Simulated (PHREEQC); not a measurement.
A solution holds 170 mmol/kgw NaH2PO4 and 26 mmol/kgw HCl, at 25 °C. Closed to the air; pH follows from the charge balance.

Computed with PHREEQC (ion-association model, phreeqc.dat).

Task: The ionic strength comes out as 0.172 mol/kgw. What activity coefficients do H2PO4-, H+, HPO4-2, Na+, Cl- get?

Result: H2PO4- 0.76, H+ 0.80, HPO4-2 0.31, Na+ 0.76, Cl- 0.73.

Precipitation was switched off in this run. Species that the database lacks are ignored.
